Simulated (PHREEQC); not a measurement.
A solution holds 3.5 mmol/kgw KOH, 1.6 mmol/kgw K2SO4 and 0.083 mmol/kgw H3BO3, at 25 °C. Closed to the air; pH follows from the charge balance.

All values are PHREEQC results (ion-association model, wateq4f.dat), not measurements.

Each row changes one thing in this solution. Precipitation was switched off in this run.

| case | pH | SO4-2 (mol/kgw) | KSO4- (mol/kgw) | H3BO3 (mol/kgw) |
|---|---|---|---|---|
| as made | 11.49 | 0.00155 | 4.98e-5 | 4.18e-7 |
| diluted 10-fold with water | 10.52 | 0.000159 | 6.58e-7 | 4.01e-7 |
| 0.0045 mol/kgw NaCl added | 11.48 | 0.00153 | 4.55e-5 | 4.17e-7 |
| temperature from 25 to 60 °C | 10.52 | 0.00152 | 8.18e-5 | 2.14e-6 |
| 0.0057 mol/kgw NaCl added | 11.48 | 0.00153 | 4.46e-5 | 4.17e-7 |

Species that the database lacks are ignored. At this temperature some constants are extrapolated from 25 °C, and those without enthalpy data are left unchanged.
